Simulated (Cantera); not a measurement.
Input: 1 mol Al, 3.3 mol O2, 14 mol H2, equilibrated at 1277 °C and 3400 Pa.

Cantera equilibrium calculation (NASA polynomials, part measured and part estimated; ideal gas, pure solids and liquids). Candidate condensed phases: Al, Al2O3, H2O; 19 gas species. Gases not in the tables: Al(OH)3. Equilibrium is a limit: real reactors are often held back by kinetics, nucleation or transport.

Problem. What is the equilibrium state?

Solution. 
| Property | Result |
|---|---|
| x(H2) | 0.636 |
| x(H2O) | 0.364 |
| x(H) | 0.000136 |
| x(OH) | 2.62e-6 |
| n(Al2O3(s)) | 0.500 mol |
| gas amount | 14.00 mol |
| log10 activity of Al(l) (absent) | -11.35 |
